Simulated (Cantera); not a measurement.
Input: 1 mol HMDSO, 0.66 mol NO, at 1948 K and 9.50 Pa.

Equilibrium computed with Cantera from the NASA thermochemical tables; the gas is ideal and each condensed phase is pure. Candidate condensed phases: C, C6H6, C7H8, C8H18, H2O, Si, SiC, SiO2, Si2N2O, Si3N4; 151 gas species. The feed counts by its element totals alone. Equilibrium is a limit: real reactors are often held back by kinetics, nucleation or transport.

Base state: H2 0.719, CO 0.141, H 0.0983, N2 0.0273, Si 0.0110, HCN 0.00167, SiO 0.00116, C2H2 (acetylene) 0.000387 (mole fractions); condensed: C(graphite) + SiC(s).

**Question.** What changes in the equilibrium state with this change: HMDSO replaced by SiH2Cl2?

**Answer.** 
```tsv
species	before	after
HCl	0	0.343
SiO	0.00116	0.204
H2	0.719	0.118
CO	0.141	0
SiCl2	0	0.0928
Cl	0	0.0868
N2	0.0273	0.102
H	0.0983	0.0399
Si	0.0110	0.00894
SiCl	0	0.00334
HCN	0.00167	0
C2H2 (acetylene)	0.000387	0
C(graphite), mol	2.47	0
SiC(s), mol	1.85	0
```
The tables' values for SiCl, SiCl3 are old estimates; treat these amounts as uncertain. Further candidate phases: NH4Cl.

**Question.** What changes in the equilibrium state with this change: NO from 0.66 to 0.34 mol?

**Answer.** 
```csv
species,before,after
H2,0.719,0.752
CO,0.141,0.119
H,0.0983,0.101
N2,0.0273,0.0145
Si,0.0110,0.0110
HCN,0.00167,0.00125
HNC,8.64e-5,6.44e-5
"C(graphite), mol",2.47,2.78
"SiC(s), mol",1.85,1.86
```
